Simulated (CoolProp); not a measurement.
Vapour pressure (kPa) of isobutane: the reference equation beside estimates from Tc = 134.7 °C, pc = 3629 kPa, ω = 0.184.

The numbers come from the reference Helmholtz-energy equation of state, Bücker 2006 in CoolProp.

```json
[
 {"T (°C)": "31.95", "reference": "427.4", "Lee-Kesler": "428.8", "Redlich-Kwong": "543.0", "Soave-Redlich-Kwong": "429.3", "Peng-Robinson": "425.7"},
 {"T (°C)": "37.65", "reference": "499.2", "Lee-Kesler": "500.9", "Redlich-Kwong": "625.5", "Soave-Redlich-Kwong": "502.0", "Peng-Robinson": "497.2"},
 {"T (°C)": "43.45", "reference": "581.0", "Lee-Kesler": "583.1", "Redlich-Kwong": "718.1", "Soave-Redlich-Kwong": "585.1", "Peng-Robinson": "579.0"},
 {"T (°C)": "49.15", "reference": "670.7", "Lee-Kesler": "673.1", "Redlich-Kwong": "817.9", "Soave-Redlich-Kwong": "676.2", "Peng-Robinson": "668.7"},
 {"T (°C)": "54.95", "reference": "772.1", "Lee-Kesler": "774.7", "Redlich-Kwong": "929.0", "Soave-Redlich-Kwong": "779.3", "Peng-Robinson": "770.2"},
 {"T (°C)": "60.65", "reference": "882.3", "Lee-Kesler": "884.9", "Redlich-Kwong": "1048", "Soave-Redlich-Kwong": "891.4", "Peng-Robinson": "880.8"},
 {"T (°C)": "66.45", "reference": "1006", "Lee-Kesler": "1008", "Redlich-Kwong": "1179", "Soave-Redlich-Kwong": "1017", "Peng-Robinson": "1005"},
 {"T (°C)": "72.25", "reference": "1142", "Lee-Kesler": "1144", "Redlich-Kwong": "1321", "Soave-Redlich-Kwong": "1156", "Peng-Robinson": "1142"},
 {"T (°C)": "77.95", "reference": "1288", "Lee-Kesler": "1290", "Redlich-Kwong": "1472", "Soave-Redlich-Kwong": "1304", "Peng-Robinson": "1289"},
 {"T (°C)": "83.75", "reference": "1450", "Lee-Kesler": "1452", "Redlich-Kwong": "1636", "Soave-Redlich-Kwong": "1469", "Peng-Robinson": "1453"},
 {"T (°C)": "89.45", "reference": "1624", "Lee-Kesler": "1625", "Redlich-Kwong": "1809", "Soave-Redlich-Kwong": "1646", "Peng-Robinson": "1628"}
]
```

Absolute difference from the reference over all 11 rows, mean and median: Lee-Kesler 0.2 and 0.3 %, Redlich-Kwong 18.9 and 18.8 %, Soave-Redlich-Kwong 1.0 and 1.0 %, Peng-Robinson 0.2 and 0.2 %.
